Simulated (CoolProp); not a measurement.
Properties of R125 along the isotherm 300.5 K (Tc = 339.2 K, pc = 36.18 bar, ω = 0.305).

Model: reference Helmholtz-energy equation of state, Lemmon 2005, in CoolProp.

```tsv
p (bar)	phase	cv (kJ/(kg K))	viscosity (µPa s)	conductivity (mW/(m K))
0.286	gas	0.7224	13.1	14.2
0.509	gas	0.7233	13.1	14.2
0.905	gas	0.7249	13.1	14.2
1.61	gas	…	13.1	14.2
2.86	gas	0.7332	13.1	14.3
5.09	gas	0.7434	13.1	…
9.05	gas	0.7639	13.2	14.7
16.1	liquid	0.8372	137	…
28.6	liquid	0.8335	144	60.2
50.9	liquid	0.8288	…	62.6
90.5	liquid	0.8240	172	66.2
```

**Question.** Some entries are withheld; supply them.

**Answer.** 
- 1.61, cv (kJ/(kg K)): 0.7279
- 5.09, conductivity (mW/(m K)): 14.4
- 16.1, conductivity (mW/(m K)): 58.7
- 50.9, viscosity (µPa s): 155

Viscosity comes from a separate model (Huber 2006). Thermal conductivity comes from a separate model (Perkins 2006).
